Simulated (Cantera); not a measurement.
Feed: 1 mol Si₂H₆, 0.44 mol O₃, equilibrated at 1177 °C and 0.0623 Torr.

These are equilibrium values from Cantera (NASA tables, ideal gas, pure condensed phases), not measurements of a reactor. Candidate condensed phases: H₂O, Si, SiO₂; 18 gas species. The feed counts by its element totals alone. The numbers say what is thermodynamically allowed, not how fast it happens.

Base state: H₂ 0.694, SiO 0.305, H 0.000865, Si 3.71e-5 (mole fractions); condensed: Si(s).

### Question
What changes in the equilibrium state with this change: O₃ from 0.44 to 0.12 mol?

### Answer
```json
[
 {"species": "H₂", "before": "0.694", "after": "0.892"},
 {"species": "SiO", "before": "0.305", "after": "0.107"},
 {"species": "H", "before": "0.000865", "after": "0.000980"},
 {"species": "Si", "before": "3.71e-5", "after": "3.71e-5"},
 {"species": "Si(s), mol", "before": "0.680", "after": "1.64"}
]
```

### Question
What changes in the equilibrium state with this change: temperature from 1177 °C to 1725 °C?

### Answer
```csv
species,before,after
H₂,0.694,0.500
SiO,0.305,0.248
Si,3.71e-5,0.126
H,0.000865,0.125
Si₂,3.28e-8,0.000321
Si₃,5.34e-9,1.70e-5
SiH,1.12e-6,0.000555
SiH₂,5.34e-7,1.29e-5
"Si(s), mol",0.680,0
```
Gases not in the tables: Si₂H₆ and higher silanes.
